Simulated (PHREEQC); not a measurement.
Model water analysis in mmol/kgw, 25 °C, pH 1.87, pe 10.6: Na 40.7; K 0.038; Ca 4.5; Mg 4.41; Cl 16.3; S(6) 34.7; Zn 0.0659; Cd 0.00924; Fe(3) 0.645.

Valence states are taken as typed.

Equilibrium calculation in PHREEQC: ion-association model, phreeqc.dat.

Precipitation was switched off in this run.

### Question
Estimate the ionic strength, density.

### Answer
ionic strength 0.0899 mol/kgw; density 1.001 g/cm³.

### Question
In which forms is Na present?

### Answer
Na+ 97 %, NaSO4- 3.3 % of the Na.

Saturation is exceeded, for instance for Hematite (slow to form), Goethite (slow to form); the values hold only as long as no solid forms. Complexes and solids missing from the database can't appear.
